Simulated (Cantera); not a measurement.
An adiabatic, constant-pressure homogeneous reactor starts with CH₄ : CO : O₂ : N₂ = 1 : 0.071 : 2.83 : 10.6 (molar parts), at 1200 K and 0.957 atm. Integrator tolerance rtol = 1e-08.

Cantera simulation using GRI-Mech 3.0 (53 species, 325 reactions); the numbers are that mechanism's predictions, not measurements.

```csv
quantity,before,after
time of steepest temperature rise,40.7 ms,19.8 ms
temperature at 0.200 s,2466 K,2493 K
equilibrium temperature,2466 K,2493 K
x(CH₄) at 0.200 s,<1e-12 (gas-phase equilibrium <1e-12),<1e-12 (gas-phase equilibrium <1e-12)
x(CO) at 0.200 s,0.00888 (gas-phase equilibrium 0.00888),0.00711 (gas-phase equilibrium 0.00711)
x(O₂) at 0.200 s,0.0514 (gas-phase equilibrium 0.0514),0.0506 (gas-phase equilibrium 0.0506)
x(CH₃) at 0.200 s,<1e-12 (gas-phase equilibrium <1e-12),<1e-12 (gas-phase equilibrium <1e-12)
x(H₂) at 0.200 s,0.00290 (gas-phase equilibrium 0.00290),0.00225 (gas-phase equilibrium 0.00225)
x(CO₂) at 0.200 s,0.0644 (gas-phase equilibrium 0.0644),0.0663 (gas-phase equilibrium 0.0663)
x(OH) at 0.200 s,0.0104 (gas-phase equilibrium 0.0104),0.00930 (gas-phase equilibrium 0.00930)
```

Question: Which change was made?
A) initial temperature 1200 to 1598 K
B) pressure from 0.957 atm to 2.17 atm
C) constant volume in place of constant pressure
D) O2 2.83 to 1.2 parts

Answer: B, pressure from 0.957 atm to 2.17 atm
